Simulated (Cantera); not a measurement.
Feed: 1 mol Ta2O5, 19 mol CO, 3.1 mol H2, held at 2198.15 K.

Equilibrium computed with Cantera from the NASA thermochemical tables; the gas is ideal and each condensed phase is pure. Candidate condensed phases: C, C6H6, C7H8, C8H18, H2O, Ta, TaC, Ta2O5; 113 gas species. Mutual solubility and eutectic melting of coexisting phases are not modelled. TaC: taken at fixed stoichiometry. Condensed phases not in the tables: Ta2C, N, O or C dissolved in the metal. The numbers say what is thermodynamically allowed, not how fast it happens.

log p: log10 of the partial pressure in bar; n: condensed amount in mol.

```tsv
P (Pa)	log p CO	log p H2	log p H	log p TaO2	log p CO2	n Ta2O5(l)	n Ta(s)	n TaC(s)
10	-4.12	-5.26	-4.89	-5.39	-5.91	0.485	0	0
42	-3.47	-4.43	-4.47	-5.18	-5.68	0.810	0	0
180	___	___	___	___	___	0.928	0	0
750	___	___	___	___	___	0.972	0	0
3200	-1.56	-2.37	-3.44	-4.70	-4.72	0.989	0.00517	0
13000	-0.95	-1.75	-3.13	-4.78	-3.95	0.994	0	0.00954
56000	-0.32	-1.11	-2.81	-4.88	-3.13	0.992	0	0.0153
240000	0.31	-0.48	-2.49	-4.97	-2.32	0.988	0	0.0233
1000000	0.93	0.14	-2.18	-5.05	-1.52	0.983	0	0.0349
```

**Question.** Some entries are withheld; supply them.

**Answer.** 
- 180, log p CO: -2.82
- 180, log p H2: -3.69
- 180, log p H: -4.10
- 180, log p TaO2: -4.97
- 180, log p CO2: -5.45
- 750, log p CO: -2.20
- 750, log p H2: -3.02
- 750, log p H: -3.77
- 750, log p TaO2: -4.79
- 750, log p CO2: -5.19
